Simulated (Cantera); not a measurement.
Feed: 1 mol Si2Cl6, 0.96 mol Cl2, a varied amount of N2, equilibrated at 1.60 mbar.

These are equilibrium values from Cantera (NASA tables, ideal gas, pure condensed phases), not measurements of a reactor. Candidate condensed phases: Si, Si3N4; 13 gas species. The feed counts by its element totals alone. N2 is the only nitrogen source here; it is nearly inert below about 1500 K, so the nitride shown seldom forms there in practice. The tables' values for SiCl3 are old estimates. Kinetics and transport are ignored.

Stable condensed phases, one row left out:

```
T in °C \ n(N2) in mol
         4.1 7.3  13  23  40  71 130 220
   1325    A   A   A   A   A   A   A   A
   1275    A   A   A   A   A   A   A   A
   1225    A   A   A   A   A   A   A   A
   1175    A   A   A   A   A   A   A   A
   1125    A   A   A   A   A   A   A   A
   1075    A   A   A   A   A   A   A   A
   1025    A   A   A   A   A   A   A   A
    975    A   A   A   A   A   A   A   A
    875    B   A   A   A   A   A   A   A
    825    B   B   B   B   B   B   B   A
    775    B   B   B   B   B   B   B   B
    725    B   B   B   B   B   B   B   B
    675    B   B   B   B   B   B   B   B
```

A: gas only; B: Si3N4.

Question: Give the row for 925 °C.

Answer: 4.1: gas only; 7.3: gas only; 13: gas only; 23: gas only; 40: gas only; 71: gas only; 130: gas only; 220: gas only.
